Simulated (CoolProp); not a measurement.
Vapour-liquid equilibrium of propylene (1) + n-hexane (2) at 286.8 K; x and y are mole fractions of (1).

Values from CoolProp's multi-fluid Helmholtz-energy mixture model, Lemmon 2013 and Thol 2019; pair parameters Bell 2016.

| x | bubble pressure (kPa) | y at the bubble point | dew pressure at overall composition x (kPa) | liquid density (mol/L) |
|---|---|---|---|---|
| 0.05 | … | 0.834 | 12.67 | 7.887 |
| 0.15 | 162.0 | 0.930 | 14.16 | 8.247 |
| 0.25 | 234.0 | 0.954 | 16.05 | 8.636 |
| 0.35 | 300.8 | … | 18.51 | 9.056 |
| 0.45 | 369.6 | 0.975 | 21.86 | … |
| 0.55 | 443.9 | 0.982 | 26.69 | 9.994 |
| 0.65 | … | 0.987 | 34.26 | 10.51 |
| 0.75 | … | 0.992 | 47.80 | 11.07 |
| 0.85 | 709.7 | 0.995 | 78.92 | 11.64 |
| 0.95 | 809.2 | 0.999 | … | 12.21 |

Question: Fill in the missing entries.

Answer: 
- 0.05, bubble pressure (kPa): 71.56
- 0.35, y at the bubble point: 0.966
- 0.45, liquid density (mol/L): 9.508
- 0.65, bubble pressure (kPa): 525.6
- 0.75, bubble pressure (kPa): 614.6
- 0.95, dew pressure at overall composition x (kPa): 219.3

No azeotrope shows between x = 0.05 and 0.95.

The pair parameters rest on a limited set of measurements; away from them the model extrapolates. The gap from Raoult's law changes sign with composition, which may be real or a fault of the pair parameters; it wasn't checked against measurements.
